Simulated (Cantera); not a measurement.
Equilibrium for carbothermic reduction: Fe₃O₄ + CH₄ + CO

Feed: 1 mol Fe₃O₄, 2 mol CH₄, 1.6 mol CO, equilibrated at 0.203 Torr.

Cantera equilibrium calculation (NASA polynomials, part measured and part estimated; ideal gas, pure solids and liquids). Candidate condensed phases: C, C₆H₆, C₇H₈, C₈H₁₈, Fe, Fe(CO)₅, FeO, Fe(OH)₂, Fe(OH)₃, Fe₂O₃, Fe₃O₄, H₂O; 114 gas species. Mutual solubility and eutectic melting of coexisting phases are not modelled. The tables' stoichiometric FeO is somewhat more stable than real wüstite, so its field is too wide. FeO: taken at fixed stoichiometry. The numbers say what is thermodynamically allowed, not how fast it happens.

From 1325 K to 1625 K the condensed part is Fe(γ) + FeO(s). The main Fe-bearing gas is Fe throughout.

| T (K) | x CO | x H₂ | x H₂O | x CO₂ | x Fe | x H | n Fe(γ) | n FeO(s) |
|---|---|---|---|---|---|---|---|---|
| 1325 | 0.401 | 0.393 | 0.134 | 0.0731 | 8.13e-6 | 6.24e-5 | 2.57 | 0.430 |
| 1375 | 0.403 | 0.386 | 0.140 | 0.0708 | 3.04e-5 | 0.000130 | 2.60 | 0.395 |
| 1425 | 0.405 | 0.379 | 0.147 | 0.0688 | 0.000103 | 0.000256 | 2.64 | 0.363 |
| 1475 | 0.407 | 0.373 | 0.152 | 0.0668 | 0.000324 | 0.000482 | 2.66 | 0.333 |
| 1525 | 0.408 | 0.368 | 0.158 | 0.0650 | 0.000937 | 0.000873 | 2.69 | 0.306 |
| 1575 | 0.409 | 0.362 | 0.162 | 0.0632 | 0.00253 | 0.00152 | 2.70 | 0.281 |
| 1625 | 0.409 | 0.355 | 0.166 | 0.0614 | 0.00642 | 0.00256 | 2.69 | 0.259 |
x: gas mole fraction; n: condensed amount in mol.
